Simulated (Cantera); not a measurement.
Input (Python, Cantera):

```python
import numpy as np
import cantera as ct

gas = ct.Solution("gri30.yaml")
gas.TPX = 1375, 1700000, {'CO': 1, 'H2': 0.21, 'O2': 0.807, 'N2': 3.03, 'H2O': 0.71}
reactor = ct.IdealGasReactor(gas, energy="on", clone=False)
net = ct.ReactorNet([reactor])
net.rtol, net.atol = 1e-08, 1e-16
show = ['CO', 'H2', 'O2', 'OH', 'H2O', 'H', 'NO2']
times = np.geomspace(6e-06, 1, 11)

steps = ct.SolutionArray(gas, extra=["t"])
rows = []
print(f"{'t/s':>10s}{'T/K':>9s}{'P/Pa':>11s}" + "".join(f"{s:>11s}" for s in show))
for t in times:
    while net.time < t:
        t_next = net.step()
        steps.append(gas.state, t=t_next)
    rows.append([np.interp(t, steps.t, y) for y in (steps.T, steps.P, *steps(*show).X.T)])
    print(f"{t:10.3e}{rows[-1][0]:9.1f}{rows[-1][1]:11.4g}" + "".join(f"{x:11.3e}" for x in rows[-1][2:]))
rate = np.gradient(steps.T, steps.t)
print("integrator steps:", len(steps.t))
if steps.T.max() > steps.T[0] + 200:
    print(f"time of steepest temperature rise: {steps.t[rate.argmax()]:.4e} s")
gas.TPX = 1375, 1700000, {'CO': 1, 'H2': 0.21, 'O2': 0.807, 'N2': 3.03, 'H2O': 0.71}
gas.equilibrate("UV")
print(f"equilibrium (UV): T = {gas.T:.1f} K  " + "  ".join(f"{s} {gas[s].X[0]:.3e}" for s in show))
```

Result:

```
       t/s      T/K       P/Pa         CO         H2         O2         OH        H2O          H        NO2
 6.000e-06   1377.2  1.703e+06  1.736e-01  3.632e-02  1.400e-01  5.326e-06  1.235e-01  4.494e-06  3.399e-14
 1.997e-05   2852.9  3.222e+06  2.583e-02  3.594e-03  4.831e-02  1.425e-02  1.637e-01  1.064e-03  5.878e-07
 6.645e-05   2849.8  3.217e+06  2.534e-02  3.561e-03  4.630e-02  1.392e-02  1.640e-01  1.031e-03  7.111e-06
 2.212e-04   2838.0  3.203e+06  2.515e-02  3.552e-03  4.294e-02  1.330e-02  1.644e-01  9.905e-04  1.860e-05
 7.360e-04   2832.2  3.196e+06  2.507e-02  3.549e-03  4.135e-02  1.301e-02  1.646e-01  9.718e-04  2.379e-05
 2.449e-03   2832.1  3.195e+06  2.507e-02  3.549e-03  4.131e-02  1.300e-02  1.646e-01  9.714e-04  2.389e-05
 8.152e-03   2832.1  3.195e+06  2.507e-02  3.549e-03  4.131e-02  1.300e-02  1.646e-01  9.714e-04  2.389e-05
 2.713e-02   2832.1  3.195e+06  2.507e-02  3.549e-03  4.131e-02  1.300e-02  1.646e-01  9.714e-04  2.389e-05
 9.029e-02   2832.1  3.195e+06  2.507e-02  3.549e-03  4.131e-02  1.300e-02  1.646e-01  9.714e-04  2.389e-05
 3.005e-01   2832.1  3.195e+06  2.507e-02  3.549e-03  4.131e-02  1.300e-02  1.646e-01  9.714e-04  2.389e-05
 1.000e+00   2832.1  3.195e+06  2.507e-02  3.549e-03  4.131e-02  1.300e-02  1.646e-01  9.714e-04  2.389e-05
integrator steps: 1259
time of steepest temperature rise: 1.5485e-05 s
equilibrium (UV): T = 2832.1 K  CO 2.507e-02  H2 3.549e-03  O2 4.131e-02  OH 1.300e-02  H2O 1.646e-01  H 9.714e-04  NO2 2.389e-05
```

Cantera simulation using GRI-Mech 3.0 (53 species, 325 reactions); the numbers are that mechanism's predictions, not measurements. The hydrogen kinetics of GRI-Mech 3.0 are dated; newer H2 mechanisms differ, most at raised pressure. The pressure lies above the range GRI-Mech 3.0 was tuned for (to about 10 atm).
